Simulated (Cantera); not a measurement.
Feed: 1 mol BN, 17 mol F₂, equilibrated at 0.110 bar.

Method: chemical equilibrium by Gibbs-energy minimisation in Cantera with the NASA 1993 tables (ideal gas, pure condensed phases). Candidate condensed phases: B, BN; 13 gas species. The numbers say what is thermodynamically allowed, not how fast it happens.

Q: At 950 K, list the 4 most abundant gas species with their mole fractions, and the condensed phases.

A: F₂ 0.759, F 0.153, BF₃ 0.0549, N₂ 0.0224. Condensed: gas only.
